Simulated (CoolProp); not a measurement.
Vapour-liquid equilibrium of propane (1) + cyclopropane (2) at 0.532 MPa; x and y are mole fractions of (1).

Values from CoolProp's multi-fluid Helmholtz-energy mixture model, Lemmon 2009 and Polt 1992; pair parameters Bell 2016. This equation is an older, rougher fit; its heat capacities, sound speeds and derivatives of the liquid may be far off and weren't checked against measurements.

Task: Give the bubble temperature and the first vapour's composition at x = 0.05, 0.35, 0.65. Is there an azeotrope?

Result: x = 0.05: 12.9 °C, y = 0.076; x = 0.35: 7.9 °C, y = 0.433; x = 0.65: 5.0 °C, y = 0.695. No azeotrope shows between x = 0.05 and 0.95.

Pair parameters are fitted to limited data, so mixtures are less certain than the pure fluids.
